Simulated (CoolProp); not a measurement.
Vapour pressure (kPa) of oxygen: the reference equation beside estimates from Tc = 154.6 K, pc = 5046 kPa, ω = 0.022. Clausius-Clapeyron is anchored at 96.2 K with a constant enthalpy of vaporisation of 6.620 kJ/mol.

Values from CoolProp's reference Helmholtz-energy equation of state, Schmidt 1985.

```
T (K)  reference  Lee-Kesler  Clausius-Clapeyron  Redlich-Kwong  Soave-Redlich-Kwong
-----  ---------  ----------  ------------------  -------------  -------------------
96.2       182.2       181.0               182.2          150.0                179.7
103.8      345.2       344.6               334.0          307.2                343.5
111.4      597.7       598.0               563.6          560.8                599.0
119        964.2       965.1               889.6          937.2                971.5
126.6       1470        1470                1329           1462                 1487
134.2       2143        2141                1898           2159                 2171
141.8       3014        3009                2608           3050                 3051
149.4       4120        4119                3471           4156                 4152
```

Absolute difference from the reference over all 8 rows, mean and median: Lee-Kesler 0.2 and 0.1 %, Clausius-Clapeyron 8.4 and 8.7 %, Redlich-Kwong 5.1 and 2.0 %, Soave-Redlich-Kwong 0.9 and 1.0 %.
